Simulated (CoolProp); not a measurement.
Vapour pressure (bar) of R1336mzz(Z): the reference equation beside estimates from Tc = 444.5 K, pc = 29.04 bar, ω = 0.386.

Computed with CoolProp (reference Helmholtz-energy equation of state, McLinden 2020).

| T (K) | reference | Lee-Kesler | Redlich-Kwong | Soave-Redlich-Kwong | Peng-Robinson |
|---|---|---|---|---|---|
| 302.7 | 0.8763 | 0.8739 | 2.004 | 0.8737 | 0.8778 |
| 315.2 | 1.374 | 1.377 | [?] | 1.375 | [?] |
| 327.7 | 2.070 | 2.080 | 3.874 | 2.079 | 2.067 |
| 340.2 | 3.010 | 3.030 | [?] | [?] | 3.006 |
| 352.7 | 4.248 | 4.278 | 6.735 | 4.297 | 4.247 |
| 365.1 | 5.825 | 5.864 | 8.589 | 5.909 | 5.832 |
| 377.6 | 7.828 | 7.872 | 10.78 | 7.958 | 7.852 |
| 390.1 | 10.31 | 10.36 | 13.33 | 10.50 | 10.36 |
| 402.6 | 13.36 | 13.40 | [?] | 13.60 | 13.44 |
| 415.1 | 17.05 | 17.09 | 19.56 | 17.33 | 17.17 |
| 427.6 | 21.49 | 21.54 | 23.29 | 21.77 | 21.64 |

**Question.** Complete the blanks.

**Answer.** 
- 315.2, Redlich-Kwong: 2.829
- 315.2, Peng-Robinson: 1.373
- 340.2, Redlich-Kwong: 5.167
- 340.2, Soave-Redlich-Kwong: 3.035
- 402.6, Redlich-Kwong: 16.25

Absolute difference from the reference over all 11 rows, mean and median: Lee-Kesler 0.4 and 0.5 %, Redlich-Kwong 55.6 and 47.5 %, Soave-Redlich-Kwong 1.1 and 1.3 %, Peng-Robinson 0.3 and 0.2 %.
